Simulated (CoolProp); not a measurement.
Computed with CoolProp (reference Helmholtz-energy equation of state, Span 1996).

**Question.** For carbon dioxide, give the phase and the cp (kJ/(kg K)), Joule-Thomson coefficient (K/MPa), viscosity (µPa s) at 94.95 °C and 0.101 MPa.

**Answer.** 
- 94.95 °C and 0.101 MPa: gas; cp 0.915, Joule-Thomson coefficient 6.49, viscosity 18.2

Viscosity comes from a separate model (Laesecke 2017).
